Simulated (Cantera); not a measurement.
Pyrogenic steam for wet oxidation

An isothermal, constant-pressure homogeneous reactor starts with H₂ : O₂ : N₂ = 0.31 : 1 : 9.9 (molar parts), equivalence ratio 0.15, at 1400 K and 100.0 Torr.

Computed with Cantera and GRI-Mech 3.0 (53 species, 325 reactions).

```tsv
t (s)	x H₂	x O₂	x OH	x N₂O	x NO₂	x H₂O
0.000400	0.0190	0.0842	0.00161	1.44e-9	<1e-12	0.00604
0.00120	0.00142	0.0727	0.00216	4.16e-8	9.49e-11	0.0218
0.00359	0.000913	0.0740	0.00174	5.32e-8	3.21e-10	0.0245
0.0108	0.000285	0.0755	0.000977	8.21e-8	8.95e-10	0.0270
0.0323	4.11e-5	0.0762	0.000372	1.28e-7	2.92e-9	0.0278
0.0967	5.62e-6	0.0764	0.000139	1.54e-7	5.33e-9	0.0280
0.290	1.07e-6	0.0764	6.10e-5	1.43e-7	5.36e-9	0.0280
0.868	2.90e-7	0.0764	3.18e-5	8.53e-8	5.70e-9	0.0280
2.60	1.38e-7	0.0764	2.20e-5	2.23e-8	7.45e-9	0.0280
7.80	1.26e-7	0.0764	2.10e-5	1.15e-8	7.81e-9	0.0280
23.4	1.26e-7	0.0764	2.10e-5	1.15e-8	7.82e-9	0.0280
70.0	1.26e-7	0.0764	2.10e-5	1.15e-8	7.85e-9	0.0280
```
x: mole fraction; the columns are a selection and need not sum to one.

Equilibrium at this temperature and pressure: H₂ 1.26e-7, O₂ 0.0762, OH 2.10e-5, N₂O 1.16e-8, NO₂ 7.61e-7, H₂O 0.0280 (gas phase only).
